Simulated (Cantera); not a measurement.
Charge: 1 mol Si(CH3)4, 0.096 mol C2H4, 400 mol H2, at 0.00110 bar.

Equilibrium computed with Cantera from the NASA thermochemical tables; the gas is ideal and each condensed phase is pure. Candidate condensed phases: C, C6H6, C7H8, C8H18, Si, SiC; 87 gas species. The numbers say what is thermodynamically allowed, not how fast it happens.

Question: Which condensed phases are stable at each of these points (T (K)): 1125, 1225, 1325, 1425, 1525, 1625, 1725, 1825, 1925, 2025?

Answer: 
```json
[
 {"T (K)": "1125", "condensed phases": "C(graphite) + SiC(s)", "Si condensed (%)": "100.0"},
 {"T (K)": "1225", "condensed phases": "C(graphite) + SiC(s)", "Si condensed (%)": "100.0"},
 {"T (K)": "1325", "condensed phases": "C(graphite) + SiC(s)", "Si condensed (%)": "100.0"},
 {"T (K)": "1425", "condensed phases": "C(graphite) + SiC(s)", "Si condensed (%)": "100.0"},
 {"T (K)": "1525", "condensed phases": "C(graphite) + SiC(s)", "Si condensed (%)": "100.0"},
 {"T (K)": "1625", "condensed phases": "C(graphite) + SiC(s)", "Si condensed (%)": "99.9"},
 {"T (K)": "1725", "condensed phases": "C(graphite) + SiC(s)", "Si condensed (%)": "99.3"},
 {"T (K)": "1825", "condensed phases": "C(graphite) + SiC(s)", "Si condensed (%)": "95.1"},
 {"T (K)": "1925", "condensed phases": "C(graphite) + SiC(s)", "Si condensed (%)": "70.5"},
 {"T (K)": "2025", "condensed phases": "C(graphite)", "Si condensed (%)": "0.0"}
]
```

From 1125 K to 1925 K the condensed part is C(graphite) + SiC(s). At 2025 K the condensed part is C(graphite).
